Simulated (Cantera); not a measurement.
# Hydrogen reduction and annealing atmospheres: CuO + H₂ + H₂O

Feed: 1 mol CuO, 180 mol H₂, 0.62 mol H₂O, equilibrated at 10000 Pa.

Cantera equilibrium calculation (NASA polynomials, part measured and part estimated; ideal gas, pure solids and liquids). Candidate condensed phases: Cu, CuO, Cu(OH)₂, Cu₂O, H₂O; 12 gas species. The numbers say what is thermodynamically allowed, not how fast it happens.

```csv
T (°C),x H₂,x H₂O,x H,x Cu,n Cu(l)
1477,0.987,0.00894,0.000731,0.00299,0.457
1502,0.986,0.00893,0.000909,0.00404,0.265
1527,0.985,0.00891,0.00112,0.00541,0.0123
1552,0.984,0.00891,0.00138,0.00548,0
1577,0.984,0.00891,0.00169,0.00549,0
1602,0.984,0.00891,0.00206,0.00549,0
1627,0.983,0.00891,0.00249,0.00549,0
1652,0.983,0.00890,0.00300,0.00549,0
1677,0.982,0.00890,0.00359,0.00549,0
1702,0.981,0.00890,0.00429,0.00549,0
1727,0.981,0.00889,0.00509,0.00549,0
1752,0.980,0.00889,0.00602,0.00548,0
```
x: gas mole fraction; n: condensed amount in mol.

From 1477 °C to 1527 °C the condensed part is Cu(l). From 1552 °C to 1752 °C nothing is condensed. The main Cu-bearing gas is Cu throughout.
